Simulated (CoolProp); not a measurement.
Vapour-liquid equilibrium of carbon monoxide (1) + methane (2) at 115.8 K; x and y are mole fractions of (1).

The numbers come from the multi-fluid Helmholtz-energy mixture model, Lemmon 2006 and Setzmann 1991; pair parameters Kunz 2012 in CoolProp.

| x | bubble pressure, mixture model (bar) | bubble pressure, Raoult's law (bar) | y, mixture model | y, Raoult's law |
|---|---|---|---|---|
| 0.05 | 2.142 | 2.084 | 0.361 | 0.359 |
| 0.2 | 4.456 | 4.117 | 0.721 | 0.727 |
| 0.35 | 6.699 | 6.151 | 0.835 | 0.851 |
| 0.5 | 8.706 | 8.184 | 0.890 | 0.914 |
| 0.65 | 10.49 | 10.22 | 0.924 | 0.952 |
| 0.8 | 12.22 | 12.25 | 0.953 | 0.977 |
| 0.95 | 14.19 | 14.28 | 0.986 | 0.995 |

The largest gap from Raoult's law is +8.9 % in bubble pressure, at x = 0.35. No azeotrope shows between x = 0.05 and 0.95.

The pair parameters rest on a limited set of measurements; away from them the model extrapolates. The gap from Raoult's law changes sign with composition, which may be real or a fault of the pair parameters; it wasn't checked against measurements.
